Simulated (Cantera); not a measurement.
Input: 1 mol SiCl₄, 720 mol H₂, equilibrated at 1550 K and 0.100 bar.

Cantera equilibrium calculation (NASA polynomials, part measured and part estimated; ideal gas, pure solids and liquids). Candidate condensed phases: Si; 19 gas species. Rates play no part.

Base state: H₂ 0.994, HCl 0.00535, H 9.93e-5, SiCl₂ 9.58e-5 (mole fractions); condensed: Si(s).

What changes in the equilibrium state with this change: SiCl₄ replaced by SiH₄?


```
species      before    after
----------  -------  -------
H₂            0.994    1.000
H           9.93e-5  9.96e-5
HCl         0.00535        0
SiCl₂       9.58e-5        0
Si(s), mol    0.928    0.997
```
